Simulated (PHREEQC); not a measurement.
**Brine: speciation**

Solution (25 °C): 7.5 mol/kgw KOH and 0.013 mol/kgw K2SO4. Closed to the air; pH follows from the charge balance.

Computed with PHREEQC (Pitzer model, pitzer.dat).

- pH = 16.08
- ionic strength = 7.54 mol/kgw
- activity of water = 0.588
- density = 1.238 g/cm³
- osmotic coefficient = 1.961
- total alkalinity = 7500 meq/kg

```csv
species,molality,activity,log γ
K+,7.53,9.73,0.112
OH-,7.50,71.8,0.981
SO4-2,0.0130,5.66e-5,-2.361
```

Precipitation was switched off in this run. Species that the database lacks are ignored. In brines, pH and single-ion activities rest on the MacInnes convention.
